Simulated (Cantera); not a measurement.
An adiabatic, constant-pressure homogeneous reactor starts with 4.87 % CH₄, 0.253 % CO, 19.0 % O₂, 71.0 % N₂, 4.87 % H₂O, equivalence ratio 0.52, at 1700 K and 1.01 bar.

Computed with Cantera and GRI-Mech 3.0 (53 species, 325 reactions).

One state of this run: T (K) = 2522; x CH₄ = <1e-12; x CO = 0.00627; x O₂ = 0.0861; x HCO = 1.33e-9; x CH₂O = 7.66e-12; x C₂H₄ = <1e-12. x: mole fraction; the columns are a selection and need not sum to one.

Q: Which value of t (s) does it belong to?
A. 3.90e-5
B. 0.000140
C. 0.000506
D. 0.00658

A: D, 0.00658
